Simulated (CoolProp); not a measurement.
Hexamethyldisiloxane (MM) along the isobar 0.468 MPa: fugacity coefficient from the reference equation and from simpler models built on Tc = 518.7 K, pc = 1.931 MPa, ω = 0.418; each cubic takes its own stable root.

Values from CoolProp's reference Helmholtz-energy equation of state, Thol 2016.

| T (K) | phase | reference | van der Waals | Redlich-Kwong | Soave-Redlich-Kwong |
|---|---|---|---|---|---|
| 332.1 | liquid | 0.05440 | 0.4767 | 0.1602 | 0.05438 |
| 356.6 | liquid | 0.1268 | 0.6657 | 0.2955 | 0.1276 |
| 381.1 | liquid | 0.2557 | 0.8513 | 0.4895 | 0.2594 |
| 405.6 | liquid | 0.4586 | 0.8715 | 0.7442 | 0.4686 |
| 430.1 | liquid | 0.7471 | 0.8880 | 0.8615 | 0.7673 |
| 454.6 | gas | 0.8640 | 0.9018 | 0.8815 | 0.8709 |
| 479.2 | gas | 0.8871 | 0.9133 | 0.8979 | 0.8921 |
| 503.7 | gas | 0.9052 | 0.9231 | 0.9114 | 0.9095 |
| 528.2 | gas | 0.9198 | 0.9315 | 0.9228 | 0.9239 |
| 552.7 | gas | 0.9319 | 0.9387 | 0.9323 | 0.9359 |
| 577.2 | gas | 0.9418 | 0.9450 | 0.9405 | 0.9459 |
| 601.7 | gas | 0.9502 | 0.9505 | 0.9474 | 0.9544 |

At some of these states van der Waals, Redlich-Kwong gives the other phase, because its saturation line lies elsewhere.
